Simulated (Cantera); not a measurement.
A jet of 1.48 % CH₄, 8.54 % O₂, 90.0 % N₂ at 300 K and 0.0878 atm hits a platinum plate 5.5 cm away at a mass flux of 0.079 kg/m²/s; the plate temperature is set and raised in steps from an oxygen-covered start.

Detailed kinetics in Cantera: Deutschmann's 1995 Pt surface mechanism with GRI-Mech 3.0 gas chemistry. Catalytic surfaces can have several steady states; this one follows from the mechanism file's or the stated starting coverage.

x: mole fraction at the wall; θ: surface coverage.

```csv
plate T (K),wall x CH₄,wall x O₂,wall x H₂O,wall x OH,wall x CO,wall x CO₂,θ free Pt,θ O*
900,0.00936,0.0739,0.0101,2.01e-8,3.76e-6,0.00665,0.220,0.779
950,0.00716,0.0692,0.0142,6.39e-8,3.99e-6,0.00934,0.291,0.708
1000,0.00543,0.0656,0.0174,1.74e-7,4.11e-6,0.0114,0.363,0.636
1050,?,0.0629,0.0196,?,4.24e-6,0.0129,?,?
1100,0.00332,0.0611,0.0212,9.16e-7,4.45e-6,0.0140,0.503,0.496
1150,?,0.0599,0.0222,?,4.79e-6,0.0147,?,?
1200,0.00228,0.0590,0.0230,3.43e-6,5.27e-6,0.0151,0.629,0.371
```

Q: Fill in the missing entries.

A: 
- 1050, wall x CH₄: 0.00419
- 1050, wall x OH: 4.20e-7
- 1050, θ free Pt: 0.434
- 1050, θ O*: 0.565
- 1150, wall x CH₄: 0.00271
- 1150, wall x OH: 1.84e-6
- 1150, θ free Pt: 0.568
- 1150, θ O*: 0.431
